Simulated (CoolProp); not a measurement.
Vapour-liquid equilibrium of carbon monoxide (1) + methane (2) at 116.1 K; x and y are mole fractions of (1).

The numbers come from the multi-fluid Helmholtz-energy mixture model, Lemmon 2006 and Setzmann 1991; pair parameters Kunz 2012 in CoolProp.

Q: Give the bubble pressure and the first vapour's composition at x = 0.05, 0.425, 0.575. Is there an azeotrope?

A: x = 0.05: 0.2185 MPa, y = 0.359; x = 0.425: 0.7860 MPa, y = 0.865; x = 0.575: 0.9771 MPa, y = 0.907. No azeotrope shows between x = 0.05 and 0.95.

The pair parameters rest on a limited set of measurements; away from them the model extrapolates. The gap from Raoult's law changes sign with composition, which may be real or a fault of the pair parameters; it wasn't checked against measurements.
